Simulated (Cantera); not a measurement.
A closed system holds: 1 mol PbO, 1.5 mol CO, 0.1 mol N2, at 1302 °C and 75.0 Torr.

These are equilibrium values from Cantera (NASA tables, ideal gas, pure condensed phases), not measurements of a reactor. Candidate condensed phases: C, Pb, PbO, PbO2, Pb3O4; 27 gas species. Gases not in the tables: (PbO)n polymers. Kinetics and transport are ignored.

Base state: CO2 0.383, Pb 0.383, CO 0.194, N2 0.0385, PbO 0.00135, Pb2 0.000198 (mole fractions); condensed: gas only.

**Question.** What changes in the equilibrium state with this change: temperature from 1302 °C to 875 °C?

**Answer.** 
| species | before | after |
|---|---|---|
| CO2 | 0.383 | 0.623 |
| CO | 0.194 | 0.312 |
| N2 | 0.0385 | 0.0623 |
| Pb | 0.383 | 0.00281 |
| PbO | 0.00135 | 1.23e-7 |
| Pb2 | 0.000198 | 6.02e-8 |
| Pb(l), mol | 0 | 0.995 |

**Question.** What changes in the equilibrium state with this change: temperature from 1302 °C to 750 °C?

**Answer.** 
```csv
species,before,after
CO2,0.383,0.625
CO,0.194,0.312
N2,0.0385,0.0625
Pb,0.383,0.000267
PbO,0.00135,1.57e-9
Pb2,0.000198,1.17e-9
"Pb(l), mol",0,1.000
```
